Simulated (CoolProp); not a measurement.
Properties of methanol along the isobar 9.31 MPa (Tc = 513.4 K, pc = 8.216 MPa, ω = 0.565).

Values from CoolProp's reference Helmholtz-energy equation of state, de Reuck 1993.

```
T (K)   phase  density (kg/m³)  cp (kJ/(kg K))  cv (kJ/(kg K))  isothermal compressibility (1/MPa)  conductivity (mW/(m K))
-----  ------  ---------------  --------------  --------------  ----------------------------------  -----------------------
193.7  liquid            891.6           2.208           1.775                           0.0005901                      222
208.1  liquid            877.7             [?]           1.784                           0.0006536                      220
222.5  liquid            864.0           2.239           1.808                           0.0007161                      218
236.8  liquid            850.6           2.271           1.843                           0.0007813                      216
251.2  liquid            837.3           2.312           1.890                           0.0008518                      213
265.6  liquid            824.2           2.363           1.946                           0.0009281                      [?]
280    liquid            811.2           2.427           2.011                            0.001011                      208
294.3  liquid            798.4           2.502           2.084                            0.001101                      205
308.7  liquid            785.6           2.589             [?]                            0.001202                      203
```

Task: Fill in the missing entries.

Result: 
- 208.1, cp (kJ/(kg K)): 2.217
- 265.6, conductivity (mW/(m K)): 210
- 308.7, cv (kJ/(kg K)): 2.163

Thermal conductivity comes from a separate model (Sykioti 2013).
